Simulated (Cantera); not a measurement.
Adiabatic ignition

An adiabatic, constant-pressure homogeneous reactor starts with CH3OH : O2 : N2 = 1 : 2.34 : 8.81 (molar parts), equivalence ratio 0.64, at 1025 K and 340000 Pa.

Cantera simulation using GRI-Mech 3.0 (53 species, 325 reactions); the numbers are that mechanism's predictions, not measurements. GRI-Mech 3.0 was tuned for natural gas; its chemistry of methanol as a main component is partial and can be far from experiment.

| t (s) | T (K) | x CH3OH | x O2 | x CH3 | x C2H6 | x CH2CO |
|---|---|---|---|---|---|---|
| 2.00e-6 | 1025 | 0.0823 | 0.193 | 1.68e-11 | <1e-12 | <1e-12 |
| 5.70e-6 | 1025 | 0.0823 | 0.193 | 4.50e-11 | <1e-12 | <1e-12 |
| 1.62e-5 | 1025 | 0.0823 | 0.193 | 1.08e-10 | <1e-12 | <1e-12 |
| 4.62e-5 | 1025 | 0.0823 | 0.193 | 2.03e-10 | <1e-12 | <1e-12 |
| 0.000132 | 1025 | 0.0823 | 0.193 | 2.55e-10 | <1e-12 | <1e-12 |
| 0.000375 | 1025 | 0.0823 | 0.193 | 2.58e-10 | <1e-12 | <1e-12 |
| 0.00107 | 1025 | 0.0823 | 0.193 | 2.57e-10 | <1e-12 | <1e-12 |
| 0.00304 | 1025 | 0.0823 | 0.193 | 2.57e-10 | <1e-12 | <1e-12 |
| 0.00866 | 1025 | 0.0823 | 0.193 | 2.55e-10 | <1e-12 | <1e-12 |
| 0.0247 | 1025 | 0.0823 | 0.193 | 2.49e-10 | <1e-12 | <1e-12 |
| 0.0702 | 1025 | 0.0823 | 0.193 | 2.18e-10 | 1.68e-12 | <1e-12 |
| 0.200 | 2317 | <1e-12 | 0.0622 | <1e-12 | <1e-12 | <1e-12 |
x: mole fraction; the columns are a selection and need not sum to one.

- time of steepest temperature rise: 0.115 s
- temperature at 0.200 s: 2317 K
- equilibrium temperature: 2315 K
- x(CH3OH) at 0.200 s: <1e-12 (gas-phase equilibrium <1e-12)
- x(O2) at 0.200 s: 0.0622 (gas-phase equilibrium 0.0619)
- x(CH3) at 0.200 s: <1e-12 (gas-phase equilibrium <1e-12)
